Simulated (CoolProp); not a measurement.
The numbers come from the reference Helmholtz-energy equation of state, Bücker 2006 in CoolProp.

Give the vapour pressure (MPa), vapour density (kg/m³), surface tension (mN/m) of saturated isobutane at -74.65 °C.


```
T (°C)  p (MPa)  vapour density (kg/m³)  surface tension (mN/m)
------  -------  ----------------------  ----------------------
-74.65  0.00342                   0.121                    21.6
```

Surface tension comes from a separate correlation (Mulero 2012).
